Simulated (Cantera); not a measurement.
A freely propagating, adiabatic, planar premixed flame of H2 : O2 : N2 = 1 : 0.385 : 1.58 (molar parts), equivalence ratio 1.3, unburnt at 498 K and 0.690 bar; mixture-averaged transport, grid criteria slope 0.08 and curve 0.16, no radiation.

Computed with Cantera and the H2/O2 subset of GRI-Mech 3.0, which has no nitrogen chemistry. Burning velocities carry a grid error of a few per cent, more on coarse grids.

x: mole fraction of selected species; z is measured from the peak of heat release.

```json
[
 {"z (mm)": "-2.14", "T (K)": "498", "u (m/s)": "5.67", "x H2": "0.337", "x O2": "0.130", "x HO2": "<1e-8", "x H2O": "<1e-8", "x H": "<1e-8", "x H2O2": "<1e-8"},
 {"z (mm)": "-1.42", "T (K)": "498", "u (m/s)": "5.67", "x H2": "0.337", "x O2": "0.130", "x HO2": "<1e-8", "x H2O": "<1e-8", "x H": "<1e-8", "x H2O2": "<1e-8"},
 {"z (mm)": "-1.07", "T (K)": "498", "u (m/s)": "5.67", "x H2": "0.337", "x O2": "0.130", "x HO2": "<1e-8", "x H2O": "<1e-8", "x H": "<1e-8", "x H2O2": "<1e-8"},
 {"z (mm)": "-0.712", "T (K)": "498", "u (m/s)": "5.67", "x H2": "0.337", "x O2": "0.130", "x HO2": "___", "x H2O": "___", "x H": "<1e-8", "x H2O2": "<1e-8"},
 {"z (mm)": "-0.356", "T (K)": "508", "u (m/s)": "5.76", "x H2": "0.335", "x O2": "0.130", "x HO2": "0.000153", "x H2O": "0.000300", "x H": "5.79e-5", "x H2O2": "2.88e-6"},
 {"z (mm)": "-0.178", "T (K)": "725", "u (m/s)": "8.04", "x H2": "0.303", "x O2": "0.125", "x HO2": "0.000162", "x H2O": "0.0176", "x H": "0.00601", "x H2O2": "2.08e-5"},
 {"z (mm)": "0", "T (K)": "1179", "u (m/s)": "12.7", "x H2": "0.194", "x O2": "0.0855", "x HO2": "5.86e-5", "x H2O": "0.105", "x H": "0.0447", "x H2O2": "2.80e-6"},
 {"z (mm)": "0.178", "T (K)": "1486", "u (m/s)": "15.7", "x H2": "0.0986", "x O2": "0.0278", "x HO2": "1.76e-5", "x H2O": "0.210", "x H": "0.0756", "x H2O2": "1.98e-6"},
 {"z (mm)": "0.356", "T (K)": "1621", "u (m/s)": "17.1", "x H2": "0.0806", "x O2": "0.0136", "x HO2": "7.95e-6", "x H2O": "0.237", "x H": "0.0746", "x H2O2": "1.32e-6"},
 {"z (mm)": "0.712", "T (K)": "1764", "u (m/s)": "18.4", "x H2": "0.0810", "x O2": "0.00953", "x HO2": "4.91e-6", "x H2O": "0.247", "x H": "0.0623", "x H2O2": "7.39e-7"},
 {"z (mm)": "1.42", "T (K)": "1909", "u (m/s)": "19.7", "x H2": "0.0837", "x O2": "___", "x HO2": "___", "x H2O": "0.255", "x H": "___", "x H2O2": "___"},
 {"z (mm)": "2.85", "T (K)": "2052", "u (m/s)": "20.9", "x H2": "0.0851", "x O2": "0.00483", "x HO2": "2.05e-6", "x H2O": "0.265", "x H": "0.0351", "x H2O2": "2.09e-7"},
 {"z (mm)": "5.70", "T (K)": "2177", "u (m/s)": "22.0", "x H2": "0.0854", "x O2": "0.00285", "x HO2": "1.20e-6", "x H2O": "0.275", "x H": "0.0241", "x H2O2": "1.21e-7"}
]
```

Problem. Fill in the missing entries.

Solution. 
- -0.712, x HO2: 7.27e-8
- -0.712, x H2O: 2.99e-8
- 1.42, x O2: 0.00718
- 1.42, x HO2: 3.30e-6
- 1.42, x H: 0.0484
- 1.42, x H2O2: 3.92e-7
